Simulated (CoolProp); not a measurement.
1,2-dichloroethane along the isobar 629 kPa: Z from the reference equation and from simpler models built on Tc = 561.6 K, pc = 5226 kPa, ω = 0.269; each cubic takes its own stable root.

Values from CoolProp's reference Helmholtz-energy equation of state, Thol 2015.

```tsv
T (K)	phase	reference
300.1	liquid	0.02007
304.2	liquid	0.01989
308.4	liquid	0.01972
312.5	liquid	0.01955
316.6	liquid	0.01940
320.8	liquid	0.01924
324.9	liquid	0.01909
329.1	liquid	0.01895
333.2	liquid	0.01881
337.3	liquid	0.01868
341.5	liquid	0.01855
345.6	liquid	0.01843
349.7	liquid	0.01832
353.9	liquid	0.01820
```

Problem. How far does each simpler model (van der Waals, Soave-Redlich-Kwong, Peng-Robinson) lie from the reference over these 14 states: mean and median of the absolute difference, and the worst?

Solution. 
- van der Waals: mean 74.1 %, median 74.0 %, worst +74.3 % at 300.1 K and 629 kPa
- Soave-Redlich-Kwong: mean 14.5 %, median 14.5 %, worst +14.8 % at 300.1 K and 629 kPa
- Peng-Robinson: mean 1.6 %, median 1.5 %, worst +2.0 % at 300.1 K and 629 kPa
